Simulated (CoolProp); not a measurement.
Properties of R1234yf at several states (Tc = 367.8 K, pc = 3384 kPa, ω = 0.276).

Computed with CoolProp (reference Helmholtz-energy equation of state, Lemmon 2022).

| T (K) | p (kPa) | phase | Z | speed of sound (m/s) | Joule-Thomson coefficient (K/MPa) | conductivity (mW/(m K)) | Prandtl number |
|---|---|---|---|---|---|---|---|
| 307.3 | 95.6 | gas | 0.9813 | 153.7 | 16.61 | 14.6 | 0.804 |
| 218.2 | 4240 | liquid | 0.1987 | 828.0 | -0.3802 | 92.6 | 5.57 |
| 269.3 | 36.2 | gas | 0.9889 | 145.4 | 25.16 | 11.5 | 0.819 |

Viscosity comes from a separate model (Bell 2016), an estimate that may be off by 10 % or more. Thermal conductivity comes from a separate model (Perkins 2011).
